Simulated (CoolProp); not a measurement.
Ethylbenzene at 204.15 K and 0.381 MPa is throttled through a valve to 0.0959 MPa with no heat exchange. Each further row changes one setting.

The numbers come from the reference Helmholtz-energy equation of state, Zhou 2012 in CoolProp.

```
case                        temperature change (K)
--------------------------  ----------------------
as stated                                     +0.2
outlet pressure 0.0288 MPa                    +0.2
outlet pressure 0.125 MPa                     +0.1
```
